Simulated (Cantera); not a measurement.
A perfectly stirred reactor is fed with N2O : O2 = 1 : 0.42 (molar parts), at 11.3 Torr; it is held at 1400 K, and followed from long to short residence time.

Model: GRI-Mech 3.0 (53 species, 325 reactions), integrated in Cantera. GRI-Mech 3.0 was tuned for natural gas; its chemistry of N2O as a main component is partial and can be far from experiment. Radical loss at walls, strong at low pressure, is not modelled. The temperature is held fixed by assumption; the heat of reaction is taken as removed at once.

Question: What does this change do: pressure from 11.3 Torr to 39.0 Torr?

Answer: 
```json
[
 {"quantity": "x(N2O) at τ = 3.00 s", "before": "0.360", "after": "0.166"},
 {"quantity": "x(O2) at τ = 3.00 s", "before": "0.360", "after": "0.398"},
 {"quantity": "x(NO) at τ = 3.00 s", "before": "0.0501", "after": "0.0767"},
 {"quantity": "x(N2) at τ = 3.00 s", "before": "0.230", "after": "0.360"},
 {"quantity": "x(NO2) at τ = 3.00 s", "before": "1.61e-5", "after": "4.92e-5"},
 {"quantity": "x(N2O) at τ = 27.0 ms", "before": "0.698", "after": "0.684"},
 {"quantity": "x(O2) at τ = 27.0 ms", "before": "0.297", "after": "0.300"},
 {"quantity": "x(NO) at τ = 27.0 ms", "before": "0.000867", "after": "0.00296"},
 {"quantity": "x(N2) at τ = 27.0 ms", "before": "0.00399", "after": "0.0136"},
 {"quantity": "x(NO2) at τ = 27.0 ms", "before": "7.01e-8", "after": "9.78e-7"}
]
```

Question: What does this change do: temperature 1400 to 1325 K?

Answer: 
| quantity | before | after |
|---|---|---|
| x(N2O) at τ = 3.00 s | 0.360 | 0.534 |
| x(O2) at τ = 3.00 s | 0.360 | 0.330 |
| x(NO) at τ = 3.00 s | 0.0501 | 0.0202 |
| x(N2) at τ = 3.00 s | 0.230 | 0.116 |
| x(NO2) at τ = 3.00 s | 1.61e-5 | 6.06e-6 |
| x(N2O) at τ = 27.0 ms | 0.698 | 0.702 |
| x(O2) at τ = 27.0 ms | 0.297 | 0.296 |
| x(NO) at τ = 27.0 ms | 0.000867 | 0.000236 |
| x(N2) at τ = 27.0 ms | 0.00399 | 0.00137 |
| x(NO2) at τ = 27.0 ms | 7.01e-8 | 1.00e-8 |
The mechanism lacks the step 2 NO + O2 → 2 NO2, which can matter for NO2 below about 1400 K.
